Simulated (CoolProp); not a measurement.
Vapour-liquid equilibrium of R1234yf (1) + R227EA (2) at 61.05 °C; x and y are mole fractions of (1).

The numbers come from the multi-fluid Helmholtz-energy mixture model, Lemmon 2022 and Lemmon 2016; pair parameters Bell 2016 in CoolProp.

| x | bubble pressure, mixture model (kPa) | bubble pressure, Raoult's law (kPa) | y, mixture model | y, Raoult's law |
|---|---|---|---|---|
| 0.05 | 1230 | 1230 | 0.062 | 0.068 |
| 0.15 | 1277 | 1277 | 0.181 | 0.197 |
| 0.25 | 1323 | 1325 | 0.293 | 0.317 |
| 0.35 | 1369 | 1372 | 0.400 | 0.429 |
| 0.45 | 1416 | 1420 | 0.502 | 0.533 |
| 0.55 | 1462 | 1467 | 0.600 | 0.630 |
| 0.65 | 1510 | 1515 | 0.695 | 0.721 |
| 0.75 | 1558 | 1562 | 0.786 | 0.807 |
| 0.85 | 1606 | 1610 | 0.874 | 0.888 |
| 0.95 | 1656 | 1657 | 0.959 | 0.964 |

The largest gap from Raoult's law is -0.3 % in bubble pressure, at x = 0.65. No azeotrope shows between x = 0.05 and 0.95.

The pair parameters rest on a limited set of measurements; away from them the model extrapolates.
